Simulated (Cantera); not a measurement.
Cantera with NASA thermochemical tables; ideal gases at 1 bar, condensed phases pure. Values are per mole of reaction as written; species without (g) are pure solids or liquids, kept so even where they would boil at 1 bar.

Q: Between 300 and 550 K, where is each reaction favourable under standard conditions?
- 2 Al + Cl2(g) → 2 AlCl(g)
- Si + Cl2(g) → SiCl2(g)
- 2 Cu + Cl2(g) → 0.6667 Cu3Cl3(g)

A: 
- 2 Al + Cl2(g) → 2 AlCl(g): ΔG° is -156 kJ at 300 K and -199 kJ at 550 K; it stays negative (K > 1). ΔH° is -107 kJ and ΔS° 167 J/K at 550 K.
- Si + Cl2(g) → SiCl2(g): ΔG° is -180 kJ at 300 K and -190 kJ at 550 K; it stays negative (K > 1). ΔH° is -170 kJ and ΔS° 37 J/K at 550 K.
- 2 Cu + Cl2(g) → 0.6667 Cu3Cl3(g): ΔG° is -171 kJ at 300 K and -171 kJ at 550 K; it stays negative (K > 1). ΔH° is -173 kJ and ΔS° -4 J/K at 550 K.
